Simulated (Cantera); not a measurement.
Charge: 1 mol AlN, a varied amount of Cl2, 75 mol H2, 0.17 mol O2, at 1048.15 K and 12.0 Pa.

These are equilibrium values from Cantera (NASA tables, ideal gas, pure condensed phases), not measurements of a reactor. Candidate condensed phases: Al, AlCl3, AlN, Al2O3, H2O, NH4Cl; 45 gas species. Mutual solubility and eutectic melting of coexisting phases are not modelled. Equilibrium is a limit: real reactors are often held back by kinetics, nucleation or transport.

### Question
Which condensed phases are stable at each of these points (n(Cl2) (mol)): 0.81, 1.1, 1.4, 1.8, 2.3, 3, 3.9, 5, 6.5, 8.5, 11?

### Answer
| n(Cl2) (mol) | condensed phases | Al condensed (%) |
|---|---|---|
| 0.81 | AlN(s) + Al2O3(s) | 89.8 |
| 1.1 | AlN(s) + Al2O3(s) | 81.8 |
| 1.4 | AlN(s) + Al2O3(s) | 72.3 |
| 1.8 | AlN(s) + Al2O3(s) | 58.3 |
| 2.3 | AlN(s) + Al2O3(s) | 39.3 |
| 3 | Al2O3(s) | 22.7 |
| 3.9 | Al2O3(s) | 22.7 |
| 5 | Al2O3(s) | 22.7 |
| 6.5 | Al2O3(s) | 22.7 |
| 8.5 | Al2O3(s) | 22.7 |
| 11 | Al2O3(s) | 22.7 |

From 0.81 mol Cl2 to 2.3 mol Cl2 the condensed part is AlN(s) + Al2O3(s). From 3 mol Cl2 to 11 mol Cl2 the condensed part is Al2O3(s).
